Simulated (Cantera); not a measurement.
A perfectly stirred reactor is fed with CH3OH : O2 : N2 = 0.0023 : 0.0043 : 1 (molar parts), equivalence ratio 0.80, at 0.987 atm; it is held at 1375 K, and followed from long to short residence time.

Detailed kinetics in Cantera: GRI-Mech 3.0 (53 species, 325 reactions). GRI-Mech 3.0 was tuned for natural gas; its chemistry of methanol as a main component is partial and can be far from experiment.

Question: What does this change do: N2 1 to 0.31 parts?

Answer: 
| quantity | before | after |
|---|---|---|
| x(CH3OH) at τ = 4.40 s | 2.00e-7 | 3.74e-7 |
| x(O2) at τ = 4.40 s | 0.000854 | 0.00269 |
| x(CH2) at τ = 4.40 s | 8.57e-12 | 7.15e-12 |
| x(CO2) at τ = 4.40 s | 0.00226 | 0.00721 |
| x(CO) at τ = 4.40 s | 2.18e-5 | 3.11e-5 |
| x(CH3OH) at τ = 72.0 ms | 1.37e-6 | 3.27e-6 |
| x(O2) at τ = 72.0 ms | 0.00102 | 0.00294 |
| x(CH2) at τ = 72.0 ms | 1.92e-9 | 2.93e-9 |
| x(CO2) at τ = 72.0 ms | 0.00202 | 0.00681 |
| x(CO) at τ = 72.0 ms | 0.000257 | 0.000416 |

Question: What does this change do: N2 1 to 0.46 parts?

Answer: 
```csv
quantity,before,after
x(CH3OH) at τ = 4.40 s,2.00e-7,3.02e-7
x(O2) at τ = 4.40 s,0.000854,0.00183
x(CH2) at τ = 4.40 s,8.57e-12,7.73e-12
x(CO2) at τ = 4.40 s,0.00226,0.00489
x(CO) at τ = 4.40 s,2.18e-5,2.78e-5
x(CH3OH) at τ = 72.0 ms,1.37e-6,2.42e-6
x(O2) at τ = 72.0 ms,0.00102,0.00205
x(CH2) at τ = 72.0 ms,1.92e-9,2.70e-9
x(CO2) at τ = 72.0 ms,0.00202,0.00455
x(CO) at τ = 72.0 ms,0.000257,0.000357
```

Question: What does this change do: temperature 1375 to 1523 K?

Answer: 
```csv
quantity,before,after
x(CH3OH) at τ = 4.40 s,2.00e-7,1.00e-7
x(O2) at τ = 4.40 s,0.000854,0.000854
x(CH2) at τ = 4.40 s,8.57e-12,3.19e-11
x(CO2) at τ = 4.40 s,0.00226,0.00225
x(CO) at τ = 4.40 s,2.18e-5,2.96e-5
x(CH3OH) at τ = 72.0 ms,1.37e-6,7.54e-7
x(O2) at τ = 72.0 ms,0.00102,0.00103
x(CH2) at τ = 72.0 ms,1.92e-9,1.25e-9
x(CO2) at τ = 72.0 ms,0.00202,0.00200
x(CO) at τ = 72.0 ms,0.000257,0.000282
```
